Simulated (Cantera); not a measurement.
Input: 1 mol SiCl4, 1.5 mol N2, 34 mol NH3, equilibrated at 0.100 bar.

These are equilibrium values from Cantera (NASA tables, ideal gas, pure condensed phases), not measurements of a reactor. Candidate condensed phases: NH4Cl, Si, Si3N4; 28 gas species. Gases not in the tables: Si2H6 and higher silanes. The numbers say what is thermodynamically allowed, not how fast it happens.

Which condensed phases are stable at each of these points (T (K)): 973, 1123, 1273, 1423, 1573, 1723, 1873?


```json
[
 {"T (K)": "973", "condensed phases": "Si3N4(s)", "Si condensed (%)": "99.9"},
 {"T (K)": "1123", "condensed phases": "Si3N4(s)", "Si condensed (%)": "100.0"},
 {"T (K)": "1273", "condensed phases": "Si3N4(s)", "Si condensed (%)": "99.9"},
 {"T (K)": "1423", "condensed phases": "Si3N4(s)", "Si condensed (%)": "99.4"},
 {"T (K)": "1573", "condensed phases": "Si3N4(s)", "Si condensed (%)": "95.8"},
 {"T (K)": "1723", "condensed phases": "Si3N4(s)", "Si condensed (%)": "80.7"},
 {"T (K)": "1873", "condensed phases": "Si(l)", "Si condensed (%)": "47.7"}
]
```

From 973 K to 1723 K the condensed part is Si3N4(s). At 1873 K the condensed part is Si(l).
